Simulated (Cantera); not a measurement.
Input (Python, Cantera) and output of one run.

```python
import numpy as np
import cantera as ct

gas_names = """
    C CO CO2 C2 C2O C3 C3O2 C4 C5 Fe FeC5O5 FeO O O2 O3
""".split()
cond_names = """
    C(gr) Fe(a) Fe(c) Fe(d) Fe(L) FeC5O5(L) FeO(s) FeO(L) Fe2O3(s) Fe3O4(s)
""".split()


def load(file, names, dense=False):
    # The tables refer to 1 bar. Condensed volumes are neglected.
    table = {s.name: s for s in ct.Species.list_from_file(file)}
    out = []
    for n in names:
        d = dict(table[n].input_data)
        d["thermo"] = dict(d["thermo"], **{"reference-pressure": 1e5})
        if dense:
            d["equation-of-state"] = {"model": "constant-volume", "density": "1e6 g/cm^3"}
        out.append(ct.Species.from_dict(d))
    return out


gas = ct.Solution(thermo="ideal-gas", species=load("nasa_gas.yaml", gas_names))
cond = {s.name: ct.Solution(thermo="fixed-stoichiometry", species=[s], name=s.name)
        for s in load("nasa_condensed.yaml", cond_names, dense=True)}
atoms = {
    'Fe3O4': {'Fe': 3, 'O': 4},
    'C': {'C': 1},
    'CO': {'C': 1, 'O': 1},
}
top_T = {'C(gr)': 4500, 'Fe2O3(s)': 1830, 'Fe3O4(s)': 1870}  # K; cautious upper limits of use, not melting points


def equilibrate(T, P, feed):
    n = {}
    for name, mol in feed.items():
        for a, k in atoms[name].items():
            n[a] = n.get(a, 0.0) + k * mol
    gas.TPX = T, P, n
    mass = sum(n.values()) * gas.mean_molecular_weight
    gas.equilibrate("TP")
    valid = [c for c in cond.values() if c.min_temp <= T <= top_T.get(c.name, c.max_temp)]
    mix = ct.Mixture([(gas, mass / gas.mean_molecular_weight)] + [(c, 0.0) for c in valid])
    mix.T, mix.P = T, P
    mix.equilibrate("TP", solver="vcs", rtol=1e-11, max_steps=5000)
    return mix


results = []
feed = {'Fe3O4': 1, 'C': 1.3, 'CO': 2.6}  # mol
T = 1425  # K
P = 100000  # Pa
mix = equilibrate(T, P, feed)
results.append((T, P, feed, dict(zip(mix.species_names, mix.species_moles))))
print(gas.report(threshold=1e-06))
for i in range(1, mix.n_phases):
    print(f"{mix.phase(i).name:16s} {mix.phase_moles(i):12.5e} mol")
```

It prints:

```
       temperature   1425 K
          pressure   1e+05 Pa
           density   0.25602 kg/m^3
  mean mol. weight   30.333 kg/kmol
   phase of matter   gas

                          1 kg             1 kmol
                     ---------------   ---------------
          enthalpy       -3.7048e+06       -1.1238e+08  J
   internal energy       -4.0954e+06       -1.2422e+08  J
           entropy              8447        2.5622e+05  J/K
    Gibbs function       -1.5742e+07       -4.7749e+08  J
 heat capacity c_p            1259.9             38216  J/K
 heat capacity c_v            985.78             29902  J/K

                      mass frac. Y      mole frac. X     chem. pot. / RT
                     ---------------   ---------------   ---------------
                CO           0.78934           0.85481           -36.091
               CO2           0.21066           0.14519           -65.085
     [  +13 minor]         5.152e-08        2.7975e-08

C(gr)             0.00000e+00 mol
Fe(c)             8.66258e-01 mol
FeC5O5(L)         0.00000e+00 mol
FeO(s)            2.13374e+00 mol
Fe2O3(s)          0.00000e+00 mol
Fe3O4(s)          0.00000e+00 mol
```

Cantera equilibrium calculation (NASA polynomials, part measured and part estimated; ideal gas, pure solids and liquids). Mutual solubility and eutectic melting of coexisting phases are not modelled. The tables' stoichiometric FeO is somewhat more stable than real wüstite, so its field is too wide. FeO: taken at fixed stoichiometry.
